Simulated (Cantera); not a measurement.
Adiabatic ignition

An adiabatic, constant-pressure homogeneous reactor starts with CH₄ : O₂ : N₂ = 1 : 3.39 : 12.7 (molar parts), at 1475 K and 3.00 bar.

Model: GRI-Mech 3.0 (53 species, 325 reactions), integrated in Cantera.

```json
[
 {"t (s)": "1.00e-6", "T (K)": "1475", "x CH₄": "0.0585", "x O₂": "0.198", "x H₂O": "1.40e-8", "x HCO": "<1e-12", "x NO₂": "<1e-12", "x H₂O₂": "4.73e-10"},
 {"t (s)": "4.53e-6", "T (K)": "1475", "x CH₄": "0.0585", "x O₂": "0.198", "x H₂O": "1.35e-7", "x HCO": "<1e-12", "x NO₂": "<1e-12", "x H₂O₂": "6.81e-9"},
 {"t (s)": "2.05e-5", "T (K)": "1475", "x CH₄": "0.0585", "x O₂": "0.198", "x H₂O": "1.80e-6", "x HCO": "7.60e-12", "x NO₂": "<1e-12", "x H₂O₂": "5.02e-8"},
 {"t (s)": "9.28e-5", "T (K)": "1475", "x CH₄": "0.0584", "x O₂": "0.198", "x H₂O": "5.42e-5", "x HCO": "6.14e-10", "x NO₂": "<1e-12", "x H₂O₂": "1.66e-7"},
 {"t (s)": "0.000420", "T (K)": "1499", "x CH₄": "0.0535", "x O₂": "0.195", "x H₂O": "0.00417", "x HCO": "2.45e-7", "x NO₂": "1.45e-12", "x H₂O₂": "4.15e-6"},
 {"t (s)": "0.00190", "T (K)": "2548", "x CH₄": "<1e-12", "x O₂": "0.0785", "x H₂O": "0.109", "x HCO": "1.53e-9", "x NO₂": "3.08e-6", "x H₂O₂": "4.12e-7"},
 {"t (s)": "0.00862", "T (K)": "2536", "x CH₄": "<1e-12", "x O₂": "0.0746", "x H₂O": "0.109", "x HCO": "1.40e-9", "x NO₂": "1.02e-5", "x H₂O₂": "3.93e-7"},
 {"t (s)": "0.0390", "T (K)": "2532", "x CH₄": "<1e-12", "x O₂": "0.0734", "x H₂O": "0.109", "x HCO": "1.36e-9", "x NO₂": "1.22e-5", "x H₂O₂": "3.87e-7"},
 {"t (s)": "0.177", "T (K)": "2532", "x CH₄": "<1e-12", "x O₂": "0.0734", "x H₂O": "0.109", "x HCO": "1.36e-9", "x NO₂": "1.22e-5", "x H₂O₂": "3.87e-7"},
 {"t (s)": "0.800", "T (K)": "2532", "x CH₄": "<1e-12", "x O₂": "0.0734", "x H₂O": "0.109", "x HCO": "1.36e-9", "x NO₂": "1.22e-5", "x H₂O₂": "3.87e-7"}
]
```
x: mole fraction; the columns are a selection and need not sum to one.

```yaml
time_of_steepest_temperature_rise: 0.526 ms
temperature at 0.800 s: 2532 K
equilibrium_temperature: 2532 K
x(CH₄) at 0.800 s: <1e-12 (gas-phase equilibrium <1e-12)
x(O₂) at 0.800 s: 0.0734 (gas-phase equilibrium 0.0734)
x(H₂O) at 0.800 s: 0.109 (gas-phase equilibrium 0.109)
```
